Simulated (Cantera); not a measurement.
A closed system holds: 1 mol Si, 0.0041 mol O2, 1.9 mol H2, equilibrated at 0.0140 bar.

Equilibrium computed with Cantera from the NASA thermochemical tables; the gas is ideal and each condensed phase is pure. Candidate condensed phases: H2O, Si, SiO2; 18 gas species. Mutual solubility and eutectic melting of coexisting phases are not modelled. The tables hold silica as quartz up to 1696 K and as liquid above; real silica turns to tridymite and cristobalite and melts near 1996 K. Gases not in the tables: Si2H6 and higher silanes. Equilibrium is a limit: real reactors are often held back by kinetics, nucleation or transport.

x: gas mole fraction; n: condensed amount in mol.

```json
[
 {"T (K)": "1023", "x H2": "1.00", "x H": "3.50e-8", "x SiO": "9.51e-8", "x Si": "<1e-12", "x SiH": "<1e-12", "n Si(s)": "0.996", "n SiO2(β-quartz)": "0.00410", "n Si(l)": "0"},
 {"T (K)": "1123", "x H2": "1.000", "x H": "3.60e-7", "x SiO": "3.57e-6", "x Si": "4.60e-12", "x SiH": "1.38e-11", "n Si(s)": "0.996", "n SiO2(β-quartz)": "0.00410", "n Si(l)": "0"},
 {"T (K)": "1223", "x H2": "1.000", "x H": "2.54e-6", "x SiO": "7.33e-5", "x Si": "2.30e-10", "x SiH": "3.53e-10", "n Si(s)": "0.996", "n SiO2(β-quartz)": "0.00403", "n Si(l)": "0"},
 {"T (K)": "1323", "x H2": "0.999", "x H": "___", "x SiO": "___", "x Si": "___", "x SiH": "___", "n Si(s)": "0.995", "n SiO2(β-quartz)": "___", "n Si(l)": "0"},
 {"T (K)": "1423", "x H2": "0.996", "x H": "5.60e-5", "x SiO": "0.00430", "x Si": "1.09e-7", "x SiH": "5.78e-8", "n Si(s)": "0.992", "n SiO2(β-quartz)": "0", "n Si(l)": "0"},
 {"T (K)": "1523", "x H2": "0.996", "x H": "0.000195", "x SiO": "0.00430", "x Si": "1.29e-6", "x SiH": "4.44e-7", "n Si(s)": "0.992", "n SiO2(β-quartz)": "0", "n Si(l)": "0"},
 {"T (K)": "1623", "x H2": "0.995", "x H": "___", "x SiO": "0.00430", "x Si": "___", "x SiH": "___", "n Si(s)": "0.992", "n SiO2(β-quartz)": "0", "n Si(l)": "0"},
 {"T (K)": "1723", "x H2": "0.994", "x H": "0.00154", "x SiO": "0.00429", "x Si": "7.02e-5", "x SiH": "1.19e-5", "n Si(s)": "0", "n SiO2(β-quartz)": "0", "n Si(l)": "0.992"},
 {"T (K)": "1823", "x H2": "0.992", "x H": "0.00365", "x SiO": "0.00429", "x Si": "0.000316", "x SiH": "3.98e-5", "n Si(s)": "0", "n SiO2(β-quartz)": "0", "n Si(l)": "0.991"},
 {"T (K)": "1923", "x H2": "0.986", "x H": "0.00791", "x SiO": "0.00427", "x Si": "0.00121", "x SiH": "0.000117", "n Si(s)": "0", "n SiO2(β-quartz)": "0", "n Si(l)": "0.989"},
 {"T (K)": "2023", "x H2": "0.975", "x H": "0.0159", "x SiO": "0.00424", "x Si": "0.00406", "x SiH": "0.000305", "n Si(s)": "0", "n SiO2(β-quartz)": "0", "n Si(l)": "0.983"}
]
```

### Question
Fill in the missing entries.

### Answer

- 1623, x H: 0.000583
- 1623, x Si: 1.12e-5
- 1623, x SiH: 2.65e-6
- 1323, x H: 1.34e-5
- 1323, x SiO: 0.000945
- 1323, x Si: 6.34e-9
- 1323, x SiH: 5.50e-9
- 1323, n SiO2(β-quartz): 0.00320
